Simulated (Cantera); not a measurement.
Charge: 1 mol FeS2, 0.16 mol SO2, 0.27 mol CO2, at 1 atm.

Equilibrium computed with Cantera from the NASA thermochemical tables; the gas is ideal and each condensed phase is pure. Candidate condensed phases: C, Fe, Fe(CO)5, FeO, FeS, FeSO4, FeS2, Fe2O3, Fe2(SO4)3, Fe3O4, S; 25 gas species. FeS: taken at fixed stoichiometry. Gases not in the tables: S3 to S7. Rates play no part.

Which condensed phases are stable at each of these points (T (°C)): 552, 652, 752, 852, 952, 1052, 1152, 1252, 1352, 1452?


| T (°C) | condensed phases | Fe condensed (%) |
|---|---|---|
| 552 | FeS2(s) + Fe3O4(s) | 100.0 |
| 652 | FeS(s) + FeS2(s) | 100.0 |
| 752 | FeS(s) | 100.0 |
| 852 | FeS(s) | 100.0 |
| 952 | FeS(s) | 100.0 |
| 1052 | FeS(s) | 100.0 |
| 1152 | FeS(s) | 100.0 |
| 1252 | FeS(l) | 100.0 |
| 1352 | FeS(l) | 100.0 |
| 1452 | FeS(l) | 100.0 |

At 552 °C the condensed part is FeS2(s) + Fe3O4(s). At 652 °C the condensed part is FeS(s) + FeS2(s). From 752 °C to 1152 °C the condensed part is FeS(s). From 1252 °C to 1452 °C the condensed part is FeS(l).
